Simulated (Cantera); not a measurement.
Cantera run, input and output.

```python
import numpy as np
import cantera as ct

gas = ct.Solution("h2o2.yaml")
gas.TPX = 1000, 100000, {'H2': 1.9, 'O2': 1, 'N2': 15}
reactor = ct.IdealGasConstPressureReactor(gas, energy="off", clone=False)
net = ct.ReactorNet([reactor])
net.rtol, net.atol = 1e-08, 1e-18
show = ['H2', 'O2', 'H', 'O', 'OH']
times = np.geomspace(1e-06, 200, 14)

steps = ct.SolutionArray(gas, extra=["t"])
rows = []
print(f"{'t/s':>10s}{'T/K':>9s}{'P/Pa':>11s}" + "".join(f"{s:>11s}" for s in show))
for t in times:
    while net.time < t:
        t_next = net.step()
        steps.append(gas.state, t=t_next)
    rows.append([np.interp(t, steps.t, y) for y in (steps.T, steps.P, *steps(*show).X.T)])
    print(f"{t:10.3e}{rows[-1][0]:9.1f}{rows[-1][1]:11.4g}" + "".join(f"{x:11.3e}" for x in rows[-1][2:]))
rate = np.gradient(steps.T, steps.t)
print("integrator steps:", len(steps.t))
if steps.T.max() > steps.T[0] + 200:
    print(f"time of steepest temperature rise: {steps.t[rate.argmax()]:.4e} s")
gas.TPX = 1000, 100000, {'H2': 1.9, 'O2': 1, 'N2': 15}
gas.equilibrate("TP")
print(f"equilibrium (TP): T = {gas.T:.1f} K  " + "  ".join(f"{s} {gas[s].X[0]:.3e}" for s in show))
```

Output:

```
       t/s      T/K       P/Pa         H2         O2          H          O         OH
 1.000e-06   1000.0      1e+05  1.061e-01  5.587e-02  4.193e-12  6.346e-14  4.653e-14
 4.351e-06   1000.0      1e+05  1.061e-01  5.587e-02  1.751e-11  8.859e-13  4.099e-13
 1.893e-05   1000.0      1e+05  1.061e-01  5.587e-02  8.090e-11  7.805e-12  2.729e-12
 8.234e-05   1000.0      1e+05  1.061e-01  5.587e-02  6.831e-10  7.677e-11  2.536e-11
 3.582e-04   1000.0      1e+05  1.061e-01  5.587e-02  1.572e-07  1.800e-08  5.953e-09
 1.558e-03   1000.0      1e+05  1.019e-02  8.084e-03  4.622e-04  6.231e-05  7.495e-05
 6.780e-03   1000.0      1e+05  2.726e-03  4.305e-03  1.630e-05  3.537e-06  6.513e-06
 2.950e-02   1000.0      1e+05  1.778e-03  3.832e-03  9.699e-07  2.430e-07  5.447e-07
 1.283e-01   1000.0      1e+05  1.107e-03  3.498e-03  4.210e-07  1.190e-07  3.492e-07
 5.583e-01   1000.0      1e+05  3.659e-04  3.131e-03  8.178e-08  2.855e-08  1.776e-07
 2.429e+00   1000.0      1e+05  5.821e-05  2.978e-03  5.146e-09  2.106e-09  5.940e-08
 1.057e+01   1000.0      1e+05  5.796e-06  2.953e-03  2.042e-10  8.845e-11  2.006e-08
 4.597e+01   1000.0      1e+05  6.910e-08  2.950e-03  1.993e-12  1.889e-12  1.462e-08
 2.000e+02   1000.0      1e+05  1.895e-10  2.950e-03  3.014e-14  7.588e-12  3.949e-08
integrator steps: 2581
equilibrium (TP): T = 1000.0 K  H2 1.816e-10  O2 2.950e-03  H 3.078e-14  O 8.596e-12  OH 4.204e-08
```

Detailed kinetics in Cantera: the H2/O2 subset of GRI-Mech 3.0, which has no nitrogen chemistry. The temperature is held fixed by assumption; the heat of reaction is taken as removed at once.
